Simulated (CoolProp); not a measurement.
Vapour-liquid equilibrium of carbon dioxide (1) + propylene (2) at 11.7 bar; x and y are mole fractions of (1).

The numbers come from the multi-fluid Helmholtz-energy mixture model, Span 1996 and Lemmon 2013; pair parameters Bell 2016 in CoolProp.

### Question
Give the bubble temperature and the first vapour's composition at x = 0.05, 0.2, 0.35. Is there an azeotrope?

### Answer
x = 0.05: 288.0 K, y = 0.237; x = 0.2: 266.1 K, y = 0.623; x = 0.35: 254.6 K, y = 0.770. No azeotrope shows between x = 0.05 and 0.95.

The pair parameters rest on a limited set of measurements; away from them the model extrapolates.
